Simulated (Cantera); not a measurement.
An adiabatic, constant-pressure homogeneous reactor starts with CH4 : O2 : N2 = 1 : 1.82 : 6.84 (molar parts), equivalence ratio 1.1, at 1648 K and 2.76 atm. Integrator tolerance rtol = 1e-08.

Computed with Cantera and GRI-Mech 3.0 (53 species, 325 reactions).

What does this change do: 0.17 parts H2 added?


```csv
quantity,before,after
time of steepest temperature rise,0.144 ms,90.7 µs
temperature at 0.400 s,2883 K,2893 K
equilibrium temperature,2883 K,2893 K
x(CH4) at 0.400 s,<1e-12 (gas-phase equilibrium <1e-12),<1e-12 (gas-phase equilibrium <1e-12)
x(O2) at 0.400 s,0.0121 (gas-phase equilibrium 0.0121),0.00956 (gas-phase equilibrium 0.00956)
x(C2H4) at 0.400 s,<1e-12 (gas-phase equilibrium <1e-12),<1e-12 (gas-phase equilibrium <1e-12)
x(O) at 0.400 s,0.00492 (gas-phase equilibrium 0.00492),0.00455 (gas-phase equilibrium 0.00455)
x(N2O) at 0.400 s,7.87e-7 (gas-phase equilibrium 7.87e-7),7.01e-7 (gas-phase equilibrium 7.01e-7)
x(C2H) at 0.400 s,<1e-12 (gas-phase equilibrium <1e-12),<1e-12 (gas-phase equilibrium <1e-12)
```

What does this change do: pressure from 2.76 atm to 4.93 atm?


| quantity | before | after |
|---|---|---|
| time of steepest temperature rise | 0.144 ms | 91.4 µs |
| temperature at 0.400 s | 2883 K | 2927 K |
| equilibrium temperature | 2883 K | 2927 K |
| x(CH4) at 0.400 s | <1e-12 (gas-phase equilibrium <1e-12) | <1e-12 (gas-phase equilibrium <1e-12) |
| x(O2) at 0.400 s | 0.0121 (gas-phase equilibrium 0.0121) | 0.0109 (gas-phase equilibrium 0.0109) |
| x(C2H4) at 0.400 s | <1e-12 (gas-phase equilibrium <1e-12) | <1e-12 (gas-phase equilibrium <1e-12) |
| x(O) at 0.400 s | 0.00492 (gas-phase equilibrium 0.00492) | 0.00410 (gas-phase equilibrium 0.00410) |
| x(N2O) at 0.400 s | 7.87e-7 (gas-phase equilibrium 7.87e-7) | 1.06e-6 (gas-phase equilibrium 1.06e-6) |
| x(C2H) at 0.400 s | <1e-12 (gas-phase equilibrium <1e-12) | <1e-12 (gas-phase equilibrium <1e-12) |

What does this change do: initial temperature 1648 to 1325 K?


| quantity | before | after |
|---|---|---|
| time of steepest temperature rise | 0.144 ms | 3.87 ms |
| temperature at 0.400 s | 2883 K | 2753 K |
| equilibrium temperature | 2883 K | 2753 K |
| x(CH4) at 0.400 s | <1e-12 (gas-phase equilibrium <1e-12) | <1e-12 (gas-phase equilibrium <1e-12) |
| x(O2) at 0.400 s | 0.0121 (gas-phase equilibrium 0.0121) | 0.00831 (gas-phase equilibrium 0.00831) |
| x(C2H4) at 0.400 s | <1e-12 (gas-phase equilibrium <1e-12) | <1e-12 (gas-phase equilibrium <1e-12) |
| x(O) at 0.400 s | 0.00492 (gas-phase equilibrium 0.00492) | 0.00247 (gas-phase equilibrium 0.00247) |
| x(N2O) at 0.400 s | 7.87e-7 (gas-phase equilibrium 7.87e-7) | 5.51e-7 (gas-phase equilibrium 5.51e-7) |
| x(C2H) at 0.400 s | <1e-12 (gas-phase equilibrium <1e-12) | <1e-12 (gas-phase equilibrium <1e-12) |
